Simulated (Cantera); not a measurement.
Input (Python, Cantera) and output of one run.

```python
import numpy as np
import cantera as ct

gas_names = """
    C CN CO CO2 C2 CCN CNC C2N2 C2O C3 C3O2 C4 C4N2 C5 N NCO NO NO2 NO3 N2 N2O O O2 O3 Si SiC SiC2 SiN
    SiO SiO2 Si2 Si2C Si2N Si3
""".split()
cond_names = """
    C(gr) Si(cr) Si(L) SiC(b) SiO2(Lqz) SiO2(hqz) SiO2(L) Si2N2O(s) Si3N4(a)
""".split()


def load(file, names, dense=False):
    # The tables refer to 1 bar. Condensed volumes are neglected.
    table = {s.name: s for s in ct.Species.list_from_file(file)}
    out = []
    for n in names:
        d = dict(table[n].input_data)
        d["thermo"] = dict(d["thermo"], **{"reference-pressure": 1e5})
        if dense:
            d["equation-of-state"] = {"model": "constant-volume", "density": "1e6 g/cm^3"}
        out.append(ct.Species.from_dict(d))
    return out


gas = ct.Solution(thermo="ideal-gas", species=load("nasa_gas.yaml", gas_names))
cond = {s.name: ct.Solution(thermo="fixed-stoichiometry", species=[s], name=s.name)
        for s in load("nasa_condensed.yaml", cond_names, dense=True)}
atoms = {
    'Si': {'Si': 1},
    'N2O': {'N': 2, 'O': 1},
    'N2': {'N': 2},
    'CO2': {'C': 1, 'O': 2},
}
top_T = {'C(gr)': 4500, 'SiC(b)': 3050, 'Si2N2O(s)': 2100, 'Si3N4(a)': 2400}  # K; cautious upper limits of use, not melting points


def equilibrate(T, P, feed):
    n = {}
    for name, mol in feed.items():
        for a, k in atoms[name].items():
            n[a] = n.get(a, 0.0) + k * mol
    gas.TPX = T, P, n
    mass = sum(n.values()) * gas.mean_molecular_weight
    gas.equilibrate("TP")
    valid = [c for c in cond.values() if c.min_temp <= T <= top_T.get(c.name, c.max_temp)]
    mix = ct.Mixture([(gas, mass / gas.mean_molecular_weight)] + [(c, 0.0) for c in valid])
    mix.T, mix.P = T, P
    mix.equilibrate("TP", solver="vcs", rtol=1e-11, max_steps=5000)
    return mix


results = []
feed = {'Si': 1, 'N2O': 0.025, 'N2': 15, 'CO2': 0.01}  # mol
T = 2150  # K
P = 350  # Pa
mix = equilibrate(T, P, feed)
results.append((T, P, feed, dict(zip(mix.species_names, mix.species_moles))))
print(gas.report(threshold=1e-06))
for i in range(1, mix.n_phases):
    print(f"{mix.phase(i).name:16s} {mix.phase_moles(i):12.5e} mol")
```

Output:

```
       temperature   2150 K
          pressure   350 Pa
           density   0.00055082 kg/m^3
  mean mol. weight   28.133 kg/kmol
   phase of matter   gas

                          1 kg             1 kmol
                     ---------------   ---------------
          enthalpy        3.0679e+06        8.6307e+07  J
   internal energy        2.4324e+06        6.8431e+07  J
           entropy             10719        3.0156e+05  J/K
    Gibbs function       -1.9978e+07       -5.6205e+08  J
 heat capacity c_p            1262.1             35508  J/K
 heat capacity c_v             966.6             27193  J/K

                      mass frac. Y      mole frac. X     chem. pot. / RT
                     ---------------   ---------------   ---------------
                CO         0.0002761        0.00027731            -47.98
                N2            0.9351           0.93907           -32.905
                Si          0.055656          0.055751           -6.4331
               SiN        0.00089278        0.00059671           -22.886
               SiO         0.0039755          0.002537           -47.172
               Si2         0.0014013        0.00070187           -12.866
              Si2C        0.00083787        0.00034572           -20.108
              Si2N         0.0014889        0.00059687           -29.319
               Si3        0.00036497        0.00012186           -19.299
     [  +25 minor]        2.2672e-06        1.6969e-06

C(gr)             0.00000e+00 mol
Si(L)             0.00000e+00 mol
SiC(b)            0.00000e+00 mol
SiO2(L)           0.00000e+00 mol
Si3N4(a)          0.00000e+00 mol
```

Method: chemical equilibrium by Gibbs-energy minimisation in Cantera with the NASA 1993 tables (ideal gas, pure condensed phases). The tables' values for SiN are old estimates; treat these amounts as uncertain.
